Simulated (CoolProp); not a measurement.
Vapour-liquid equilibrium of n-octane (1) + ethylbenzene (2) at 0.219 bar; x and y are mole fractions of (1).

Computed with CoolProp (multi-fluid Helmholtz-energy mixture model, Beckmüller 2019 and Zhou 2012; pair parameters Bell 2016).

```
x      bubble temperature (K)  y at the bubble point  dew temperature at overall composition x (K)  liquid density (mol/L)
-----  ----------------------  ---------------------  --------------------------------------------  ----------------------
0.05                    359.2                  0.085                                         359.7                   7.484
0.125                   357.9                  0.195                                         358.7                   7.313
0.2                     356.7                  0.290                                         357.8                   7.147
0.275                   355.7                  0.372                                         356.9                   6.988
0.35                    354.9                  0.447                                         356.0                   6.835
0.425                   354.2                  0.515                                         355.1                   6.687
0.5                     353.6                  0.580                                         354.3                   6.545
0.575                   353.1                  0.641                                         353.6                   6.409
0.65                    352.6                  0.702                                         353.0                   6.277
0.725                   352.2                  0.762                                         352.5                   6.151
0.8                     351.9                  0.824                                         352.1                   6.029
0.875                   351.7                  0.887                                         351.7                   5.912
0.95                    351.5                  0.953                                         351.5                   5.799
```

No azeotrope shows between x = 0.05 and 0.95.

The pair parameters rest on a limited set of measurements; away from them the model extrapolates.
